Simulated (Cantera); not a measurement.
A freely propagating, adiabatic, planar premixed flame of H2 : O2 : N2 = 1 : 0.704 : 3.31 (molar parts), equivalence ratio 0.71, unburnt at 398 K and 0.987 atm; mixture-averaged transport, grid criteria slope 0.08 and curve 0.16, no radiation.

Cantera simulation using the H2/O2 subset of GRI-Mech 3.0, which has no nitrogen chemistry; the numbers are that mechanism's predictions, not measurements. Burning velocities carry a grid error of a few per cent, more on coarse grids.

### Question
How do the results move with these cheaper or finer settings: unity-Lewis-number transport; multicomponent transport; multicomponent+Soret transport; grid criteria slope 0.5, curve 1; grid criteria slope 0.25, curve 0.5; grid criteria slope 0.03, curve 0.06?

### Answer
| setting | laminar burning velocity | thermal thickness | peak x(H) | peak x(O) | grid points |
|---|---|---|---|---|---|
| as above | 145 cm/s | 0.408 mm | 0.0126 | 0.00599 | 112 |
| unity-Lewis-number transport | 141 cm/s | 0.317 mm | 0.0222 | 0.00798 | 109 |
| multicomponent transport | 144 cm/s | 0.402 mm | 0.0126 | 0.00598 | 112 |
| multicomponent+Soret transport | 128 cm/s | 0.405 mm | 0.0112 | 0.00564 | 112 |
| grid criteria slope 0.5, curve 1 | 174 cm/s | 0.478 mm | 0.0148 | 0.00635 | 39 |
| grid criteria slope 0.25, curve 0.5 | 155 cm/s | 0.432 mm | 0.0131 | 0.00611 | 48 |
| grid criteria slope 0.03, curve 0.06 | 145 cm/s | 0.402 mm | 0.0127 | 0.00600 | 248 |
Unity Lewis numbers drop preferential diffusion, which matters most where H2 and H carry the flame; Soret adds thermal diffusion.
